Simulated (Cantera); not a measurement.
A closed system holds: 1 mol Si2H6, 0.096 mol HCl, 9.8 mol H2, at 1673 K and 1 atm.

Method: chemical equilibrium by Gibbs-energy minimisation in Cantera with the NASA 1993 tables (ideal gas, pure condensed phases). Candidate condensed phases: Si; 19 gas species. The feed counts by its element totals alone. Gases not in the tables: Si2H6 and higher silanes. Kinetics and transport are ignored.

Base state: H2 0.993, HCl 0.00707, SiCl2 0.000181, H 0.000113, SiH2 1.09e-5 (mole fractions); condensed: Si(s).

What changes in the equilibrium state with this change: temperature from 1673 K to 900 K?


```tsv
species	before	after
H2	0.993	0.997
HCl	0.00707	0.00126
SiHCl3	4.14e-7	0.00118
H	0.000113	<1e-9
SiCl4	1.64e-8	0.000527
SiH2	1.09e-5	<1e-9
SiH2Cl2	1.80e-6	0.000252
SiCl2	0.000181	2.17e-6
Si(s), mol	2.00	1.97
```
